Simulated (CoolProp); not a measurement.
Saturation properties of R1132(E).

Computed with CoolProp (reference Helmholtz-energy equation of state, Akasaka 2024).

```
T (°C)  p (kPa)  liquid density (kg/m³)  vapour density (kg/m³)
------  -------  ----------------------  ----------------------
-14.15    512.1                    1044                   16.99
-9.45     601.5                    1031                   19.87
-4.75     702.2                    1017                   23.13
0.05      817.6                    1002                   26.90
4.75      943.6                       …                   31.06
9.45          …                       …                   35.75
14.15      1238                   956.1                   41.04
18.85      1409                   939.5                   46.99
23.55      1596                   922.0                   53.70
28.25      1801                   903.7                   61.29
32.95      2025                       …                   69.90
37.65         …                       …                   79.72
42.35         …                   841.6                   91.00
47.05      2822                   817.7                       …
```

Task: Complete the blanks.

Result: 
- 4.75, liquid density (kg/m³): 987.3
- 9.45, p (kPa): 1084
- 9.45, liquid density (kg/m³): 972.0
- 32.95, liquid density (kg/m³): 884.3
- 37.65, p (kPa): 2269
- 37.65, liquid density (kg/m³): 863.7
- 42.35, p (kPa): 2534
- 47.05, vapour density (kg/m³): 104.1
